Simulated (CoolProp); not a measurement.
Vapour-liquid equilibrium of ethylene (1) + propane (2) at 169 K; x and y are mole fractions of (1).

Computed with CoolProp (multi-fluid Helmholtz-energy mixture model, Smukala 2000 and Lemmon 2009; pair parameters Bell 2016).

| x | bubble pressure (MPa) | y at the bubble point | dew pressure at overall composition x (MPa) | liquid density (mol/L) |
|---|---|---|---|---|
| 0.05 | 0.007893 | 0.756 | 0.002120 | 14.92 |
| 0.15 | 0.01948 | 0.911 | 0.002365 | 15.38 |
| 0.25 | 0.03057 | 0.949 | 0.002674 | 15.86 |
| 0.35 | 0.04097 | 0.966 | 0.003076 | 16.36 |
| 0.45 | 0.05064 | 0.976 | 0.003620 | 16.88 |
| 0.55 | 0.05968 | 0.983 | 0.004397 | 17.43 |
| 0.65 | 0.06826 | 0.988 | 0.005600 | 18.01 |
| 0.75 | 0.07667 | 0.992 | 0.007708 | 18.61 |
| 0.85 | 0.08521 | 0.995 | 0.01236 | 19.24 |
| 0.95 | 0.09425 | 0.998 | 0.03100 | 19.91 |

No azeotrope shows between x = 0.05 and 0.95.

Pair parameters are fitted to limited data, so mixtures are less certain than the pure fluids.
